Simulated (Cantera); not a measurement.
Cantera run:

```python
import numpy as np
import cantera as ct

gas_names = [...]  # 113 gases of nasa_gas.yaml made of C, H, O, Ti
cond_names = """
    C(gr) C6H6(L) C7H8(L) C8H18(L),n-octa H2O(s) H2O(L) Ti(a) Ti(b) Ti(L) TiC(s) TiC(L) TiO(a) TiO(b)
    TiO(L) TiO2(ru) TiO2(L) Ti2O3(a) Ti2O3(b) Ti2O3(L) Ti3O5(a) Ti3O5(b) Ti3O5(L) Ti4O7(s) Ti4O7(L)
""".split()


# ... load() reads the species with a 1 bar reference pressure and builds the phases ...
atoms = {
    'Ti(OiPr)4': {'Ti': 1, 'C': 12, 'H': 28, 'O': 4},
    'H2': {'H': 2},
}
top_T = {'C(gr)': 4500}  # K; cautious upper limits of use, not melting points


# ... equilibrate(T, P, feed) seeds the gas with the atoms and calls Mixture.equilibrate('TP', solver="vcs", rtol=1e-11, max_steps=5000) ...
results = []
P = 68000  # Pa
for T in [1000, 1100, 1200, 1300, 1400, 1500, 1600, 1700, 1800, 1900, 2000, 2100, 2200]:
    for m in [34, 48, 68, 97, 140, 200, 280]:
        feed = {'Ti(OiPr)4': 1, 'H2': m}  # mol
        mix = equilibrate(T, P, feed)
        results.append((T, P, feed, dict(zip(mix.species_names, mix.species_moles))))

for T, P, feed, n in results:
    print(f"{T:7g} {feed['H2']:10.4g}  " + (" + ".join(c for c in cond_names if n.get(c, 0) > 1e-12) or "gas only"))
```

Result:

```
   1000         34  C(gr) + TiO2(ru)
   1000         48  C(gr) + TiO2(ru)
   1000         68  C(gr) + TiO2(ru)
   1000         97  C(gr) + TiO2(ru)
   1000        140  C(gr) + TiO2(ru)
   1000        200  TiO2(ru)
   1000        280  TiO2(ru)
   1100         34  C(gr) + TiO2(ru)
   1100         48  C(gr) + TiO2(ru)
   1100         68  C(gr) + TiO2(ru)
   1100         97  C(gr) + TiO2(ru)
   1100        140  C(gr) + TiO2(ru)
   1100        200  C(gr) + TiO2(ru)
   1100        280  C(gr) + TiO2(ru)
   1200         34  C(gr) + Ti4O7(s)
   1200         48  C(gr) + Ti4O7(s)
   1200         68  C(gr) + Ti4O7(s)
   1200         97  C(gr) + Ti4O7(s)
   1200        140  C(gr) + Ti4O7(s)
   1200        200  C(gr) + Ti4O7(s)
   1200        280  C(gr) + Ti3O5(b)
   1300         34  C(gr) + Ti3O5(b)
   1300         48  C(gr) + Ti3O5(b)
   1300         68  C(gr) + Ti3O5(b)
   1300         97  C(gr) + Ti3O5(b)
   1300        140  C(gr) + TiC(s) + Ti3O5(b)
   1300        200  C(gr) + TiC(s) + Ti3O5(b)
   1300        280  C(gr) + TiC(s)
   1400         34  C(gr) + TiC(s)
   1400         48  C(gr) + TiC(s)
   1400         68  C(gr) + TiC(s)
   1400         97  C(gr) + TiC(s)
   1400        140  C(gr) + TiC(s)
   1400        200  C(gr) + TiC(s)
   1400        280  C(gr) + TiC(s)
   1500         34  C(gr) + TiC(s)
   1500         48  C(gr) + TiC(s)
   1500         68  C(gr) + TiC(s)
   1500         97  C(gr) + TiC(s)
   1500        140  C(gr) + TiC(s)
   1500        200  C(gr) + TiC(s)
   1500        280  C(gr) + TiC(s)
   1600         34  C(gr) + TiC(s)
   1600         48  C(gr) + TiC(s)
   1600         68  C(gr) + TiC(s)
   1600         97  C(gr) + TiC(s)
   1600        140  C(gr) + TiC(s)
   1600        200  C(gr) + TiC(s)
   1600        280  C(gr) + TiC(s)
   1700         34  C(gr) + TiC(s)
   1700         48  C(gr) + TiC(s)
   1700         68  C(gr) + TiC(s)
   1700         97  C(gr) + TiC(s)
   1700        140  C(gr) + TiC(s)
   1700        200  C(gr) + TiC(s)
   1700        280  C(gr) + TiC(s)
   1800         34  C(gr) + TiC(s)
   1800         48  C(gr) + TiC(s)
   1800         68  C(gr) + TiC(s)
   1800         97  C(gr) + TiC(s)
   1800        140  C(gr) + TiC(s)
   1800        200  C(gr) + TiC(s)
   1800        280  C(gr) + TiC(s)
   1900         34  C(gr) + TiC(s)
   1900         48  C(gr) + TiC(s)
   1900         68  C(gr) + TiC(s)
   1900         97  C(gr) + TiC(s)
   1900        140  C(gr) + TiC(s)
   1900        200  C(gr) + TiC(s)
   1900        280  C(gr) + TiC(s)
   2000         34  C(gr) + TiC(s)
   2000         48  C(gr) + TiC(s)
   2000         68  C(gr) + TiC(s)
   2000         97  C(gr) + TiC(s)
   2000        140  C(gr) + TiC(s)
   2000        200  C(gr) + TiC(s)
   2000        280  C(gr) + TiC(s)
   2100         34  C(gr) + TiC(s)
   2100         48  C(gr) + TiC(s)
   2100         68  C(gr) + TiC(s)
   2100         97  C(gr) + TiC(s)
   2100        140  C(gr) + TiC(s)
   2100        200  C(gr) + TiC(s)
   2100        280  C(gr) + TiC(s)
   2200         34  C(gr) + TiC(s)
   2200         48  C(gr) + TiC(s)
   2200         68  C(gr) + TiC(s)
   2200         97  C(gr) + TiC(s)
   2200        140  C(gr) + TiC(s)
   2200        200  C(gr) + TiC(s)
   2200        280  C(gr) + TiC(s)
```

Method: chemical equilibrium by Gibbs-energy minimisation in Cantera with the NASA 1993 tables (ideal gas, pure condensed phases). The feed counts by its element totals alone. Mutual solubility and eutectic melting of coexisting phases are not modelled. TiC: taken at fixed stoichiometry. Condensed phases not in the tables: Magnéli phases beyond Ti4O7.
